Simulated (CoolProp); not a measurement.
Vapour-liquid equilibrium of dimethyl carbonate (1) + n-octane (2) at 0.217 MPa; x and y are mole fractions of (1).

Values from CoolProp's multi-fluid Helmholtz-energy mixture model, Zhou 2011 and Beckmüller 2019; pair parameters Bell 2016.

Task: Give the bubble temperature and the first vapour's composition at x = 0.35, 0.575, 0.8. Is there an azeotrope?

Result: x = 0.35: 394.6 K, y = 0.679; x = 0.575: 390.1 K, y = 0.761; x = 0.8: 388.4 K, y = 0.834. y crosses x between x = 0.8 and 0.875: the model has an azeotrope there.

The pair parameters rest on a limited set of measurements; away from them the model extrapolates.
